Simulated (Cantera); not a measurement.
An isothermal, constant-pressure homogeneous reactor starts with CO : O2 : H2O : N2 = 0.0011 : 0.0029 : 0.0056 : 1 (molar parts), equivalence ratio 0.19, at 1398 K and 130000 Pa.

Model: GRI-Mech 3.0 (53 species, 325 reactions), integrated in Cantera.

One state of this run: x CO = 0.000167; x O2 = 0.00241; x H2O = 0.00545; x NO = 8.79e-8; x N2O = 3.05e-7. x: mole fraction; the columns are a selection and need not sum to one.

Which value of t (s) does it belong to?
A. 0.0112
B. 7.00
C. 0.626
D. 0.0250

A, 0.0112
